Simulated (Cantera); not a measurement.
Charge: 1 mol SiH4, a varied amount of N2, 25 mol H2, held at 6.00 Pa.

Method: chemical equilibrium by Gibbs-energy minimisation in Cantera with the NASA 1993 tables (ideal gas, pure condensed phases). Candidate condensed phases: Si, Si3N4; 18 gas species. Rates play no part.

What condenses at these points (T in °C, n(N2) in mol): (1477, 2); (1527, 1.4); (1427, 13); (1477, 8.8); (1452, 2)?


| T (°C) | n(N2) in mol | condensed phases | Si condensed (%) |
|---|---|---|---|
| 1477 | 2 | Si | 22.3 |
| 1527 | 1.4 | gas only | 0.0 |
| 1427 | 13 | Si | 52.3 |
| 1477 | 8.8 | Si | 3.9 |
| 1452 | 2 | Si | 48.0 |
